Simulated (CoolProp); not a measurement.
Values from CoolProp's reference Helmholtz-energy equation of state, Thol 2018.

For hydrogen chloride, give the phase and the cp (kJ/(kg K)), cv (kJ/(kg K)), Joule-Thomson coefficient (K/MPa) at 559.5 K and 13.5 kPa; 428.7 K and 27300 kPa; 494.9 K and 385 kPa.


- 559.5 K and 13.5 kPa: gas; cp 0.808, cv 0.580, Joule-Thomson coefficient 4.64
- 428.7 K and 27300 kPa: supercritical; cp 2.07, cv 0.750, Joule-Thomson coefficient 2.34
- 494.9 K and 385 kPa: gas; cp 0.809, cv 0.576, Joule-Thomson coefficient 5.71
